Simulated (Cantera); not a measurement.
Input (Python, Cantera) and output of one run.

```python
import numpy as np
import cantera as ct

gas_names = """
    C CN CO CO2 C2 CCN CNC C2N2 C2O C3 C3O2 C4 C4N2 C5 N NCO NO NO2 NO3 N2 N2O O O2 O3 Si SiC SiC2 SiN
    SiO SiO2 Si2 Si2C Si2N Si3
""".split()
cond_names = """
    C(gr) Si(cr) Si(L) SiC(b) SiO2(Lqz) SiO2(hqz) SiO2(L) Si2N2O(s) Si3N4(a)
""".split()


def load(file, names, dense=False):
    # The tables refer to 1 bar. Condensed volumes are neglected.
    table = {s.name: s for s in ct.Species.list_from_file(file)}
    out = []
    for n in names:
        d = dict(table[n].input_data)
        d["thermo"] = dict(d["thermo"], **{"reference-pressure": 1e5})
        if dense:
            d["equation-of-state"] = {"model": "constant-volume", "density": "1e6 g/cm^3"}
        out.append(ct.Species.from_dict(d))
    return out


gas = ct.Solution(thermo="ideal-gas", species=load("nasa_gas.yaml", gas_names))
cond = {s.name: ct.Solution(thermo="fixed-stoichiometry", species=[s], name=s.name)
        for s in load("nasa_condensed.yaml", cond_names, dense=True)}
atoms = {
    'SiC': {'Si': 1, 'C': 1},
    'O2': {'O': 2},
    'N2': {'N': 2},
}
top_T = {'C(gr)': 4500, 'SiC(b)': 3050, 'Si2N2O(s)': 2100, 'Si3N4(a)': 2400}  # K; cautious upper limits of use, not melting points


def equilibrate(T, P, feed):
    n = {}
    for name, mol in feed.items():
        for a, k in atoms[name].items():
            n[a] = n.get(a, 0.0) + k * mol
    gas.TPX = T, P, n
    mass = sum(n.values()) * gas.mean_molecular_weight
    gas.equilibrate("TP")
    valid = [c for c in cond.values() if c.min_temp <= T <= top_T.get(c.name, c.max_temp)]
    mix = ct.Mixture([(gas, mass / gas.mean_molecular_weight)] + [(c, 0.0) for c in valid])
    mix.T, mix.P = T, P
    mix.equilibrate("TP", solver="vcs", rtol=1e-11, max_steps=5000)
    return mix


results = []
feed = {'SiC': 1, 'O2': 0.011, 'N2': 3}  # mol
P = 17  # Pa
for T in [1000, 1075, 1150, 1225, 1300, 1375, 1450, 1525, 1600, 1675, 1750, 1825, 1900, 1975]:
    mix = equilibrate(T, P, feed)
    results.append((T, P, feed, dict(zip(mix.species_names, mix.species_moles))))

top = {s: max(r[3][s] / sum(r[3][g] for g in gas_names) for r in results) for s in gas_names}
cols = sorted((s for s in top if top[s] > 1e-05), key=lambda s: -top[s])[:7]
seen = [c for c in cond_names if any(r[3].get(c, 0) > 1e-12 for r in results)]
print("log10 of partial pressures in bar; condensed amounts in mol")
print(f"{'T/K':>10s}" + "".join(f"{s[:9]:>10s}" for s in cols + seen))
for T, P, feed, n in results:
    ng = sum(n[g] for g in gas_names)
    print(f"{T:10.4g}" + "".join(f"{np.log10(max(n[s] / ng * P / 1e5, 1e-99)):10.3f}" for s in cols)
          + "".join(f"{n.get(c, 0):10.4g}" for c in seen))
```

Result:

```
log10 of partial pressures in bar; condensed amounts in mol
       T/K        N2        Si        CO       SiO      SiC2      Si2C       SiN     C(gr)    SiC(b) Si2N2O(s)  Si3N4(a)
      1000    -3.770   -20.429   -11.042   -16.395   -26.015   -27.139   -20.819         1         0     0.022    0.3187
      1075    -3.770   -17.893    -9.835   -14.259   -22.881   -23.406   -18.572         1         0     0.022    0.3187
      1150    -3.770   -15.689    -8.788   -12.406   -20.161   -20.166   -16.620         1         0   0.02198    0.3187
      1225    -3.770   -14.170    -7.049   -10.372   -18.188   -18.152   -15.322    0.0393    0.9591   0.02043         0
      1300    -3.772   -12.659    -6.082    -8.743   -16.746   -16.271   -14.008         0    0.9853  0.007312         0
      1375    -3.772   -11.027    -6.086    -7.585   -15.750   -14.313   -12.551         0    0.9855  0.007027         0
      1450    -3.772    -9.552    -6.133    -6.564   -14.873   -12.546   -11.233         0    0.9869  0.004106         0
      1525    -3.773    -8.489    -6.207    -6.210   -13.816   -11.223   -10.312         0     0.989         0         0
      1600    -3.773    -7.727    -6.202    -6.215   -12.662   -10.226    -9.678         0    0.9888         0         0
      1675    -3.773    -7.054    -6.178    -6.242   -11.592    -9.340    -9.122         0    0.9882         0         0
      1750    -3.774    -6.500    -6.108    -6.341   -10.554    -8.593    -8.675         0    0.9861         0         0
      1825    -3.775    -6.120    -5.999    -6.641    -9.476    -8.037    -8.393         0    0.9819         0         0
      1900    -3.776    -5.954    -5.928    -7.315    -8.302    -7.710    -8.317         0    0.9783         0         0
      1975    -3.777    -5.792    -5.916    -7.972    -7.226    -7.401    -8.239  0.007057    0.9682         0         0
```

Cantera equilibrium calculation (NASA polynomials, part measured and part estimated; ideal gas, pure solids and liquids). N2 is the only nitrogen source here; it is nearly inert below about 1500 K, so the nitride shown seldom forms there in practice. Mutual solubility and eutectic melting of coexisting phases are not modelled. The tables' values for SiN are old estimates; treat these amounts as uncertain.
